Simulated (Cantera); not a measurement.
An isothermal, constant-pressure homogeneous reactor starts with C2H6 : N2 = 1 : 37 (molar parts), at 1800 K and 0.0975 Torr.

Cantera simulation using GRI-Mech 3.0 (53 species, 325 reactions); the numbers are that mechanism's predictions, not measurements. GRI-Mech 3.0 stops at C3 and has no aromatics, soot or wall deposition, so with more carbon than oxygen in the feed, carbon stays in small species such as C2H2 where larger ones or solid carbon would form. Radical loss at walls, strong at low pressure, is not modelled.

x: mole fraction; the columns are a selection and need not sum to one.

```csv
t (s),x C2H6,x C2H2,x CH2,x CH4,x C2H,x H
0.000100,0.0262,<1e-12,6.67e-11,3.63e-8,<1e-12,8.91e-8
0.000282,0.0260,1.05e-12,(withheld),(withheld),<1e-12,(withheld)
0.000793,0.0255,4.03e-11,(withheld),(withheld),<1e-12,(withheld)
0.00223,0.0240,2.23e-9,9.40e-7,1.75e-5,<1e-12,1.33e-5
0.00629,0.0202,2.67e-7,1.60e-5,0.000129,9.84e-12,0.000194
0.0177,0.0106,0.000118,0.000102,0.000795,1.12e-7,0.00135
0.0499,0.000665,0.00489,0.000157,0.00304,7.34e-6,0.00299
0.140,1.54e-6,0.0168,6.52e-5,0.00382,8.37e-6,0.00199
0.395,2.51e-7,0.0219,2.16e-5,0.00309,4.82e-6,0.00107
1.11,7.41e-8,0.0234,8.32e-6,0.00234,3.09e-6,0.000687
3.13,2.38e-8,0.0239,3.48e-6,0.00172,2.19e-6,0.000490
8.83,7.86e-9,0.0243,1.64e-6,0.00117,1.76e-6,0.000398
24.9,2.44e-9,0.0246,9.18e-7,0.000661,1.74e-6,0.000394
70.0,4.61e-10,0.0248,5.15e-7,0.000242,2.14e-6,0.000486
```

Problem. Complete the blanks.

Solution. 
- 0.000282, x CH2: 1.70e-9
- 0.000282, x CH4: 2.87e-7
- 0.000282, x H: 2.71e-7
- 0.000793, x CH2: 4.24e-8
- 0.000793, x CH4: 2.26e-6
- 0.000793, x H: 1.25e-6
